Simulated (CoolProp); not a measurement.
Saturation properties of sulfur dioxide (Tc = 157.5 °C, pc = 7.887 MPa, ω = 0.256).

Values from CoolProp's reference Helmholtz-energy equation of state, Gao 2016.

| T (°C) | p (MPa) | vapour density (kg/m³) | enthalpy of vaporisation (kJ/kg) | surface tension (mN/m) |
|---|---|---|---|---|
| -59.25 | 0.006085 | 0.2200 | … | 38.3 |
| -51.65 | 0.01035 | 0.3621 | 424.7 | 36.8 |
| -44.05 | 0.01690 | 0.5727 | 418.4 | 35.3 |
| -36.45 | 0.02657 | 0.8746 | 412.2 | … |
| -28.85 | … | 1.294 | 405.8 | 32.2 |
| -21.35 | 0.05944 | 1.854 | 399.4 | 30.7 |
| -13.75 | 0.08550 | 2.604 | … | 29.2 |
| -6.15 | … | 3.576 | … | … |

Q: Complete the blanks.

A: 
- -59.25, enthalpy of vaporisation (kJ/kg): 430.9
- -36.45, surface tension (mN/m): 33.7
- -28.85, p (MPa): 0.04044
- -13.75, enthalpy of vaporisation (kJ/kg): 392.8
- -6.15, p (MPa): 0.1201
- -6.15, enthalpy of vaporisation (kJ/kg): 386.1
- -6.15, surface tension (mN/m): 27.7

It boils at -10.0 °C under 1 atm.

Surface tension comes from a separate correlation (Mulero 2012).
